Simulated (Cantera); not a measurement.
## Equilibrium for silicon carbide growth: CH3SiH3 + C2H2 + H2

A closed system holds: 1 mol CH3SiH3, 0.029 mol C2H2, 570 mol H2, at 1898 K and 11.0 mbar.

Equilibrium computed with Cantera from the NASA thermochemical tables; the gas is ideal and each condensed phase is pure. Candidate condensed phases: C, C6H6, C7H8, C8H18, Si, SiC; 87 gas species. The feed counts by its element totals alone. Kinetics and transport are ignored.

The x(H2) is 0.992, the x(H) is 0.00742 and the x(C2H2 (acetylene)) is 9.55e-5. The x(Si) comes out as 8.13e-5 and the x(SiH) is 7.41e-6. The x(SiH2) is 4.16e-6 and the x(CH4) comes out as 3.10e-6. The x(Si2C) comes out as 1.41e-6 and the n(SiC(s)) comes out as 0.945 mol. The gas amount is 575.2 mol. The log10 activity of C(graphite) (absent) comes out as -0.30 and the log10 activity of Si(l) (absent) is -1.14.
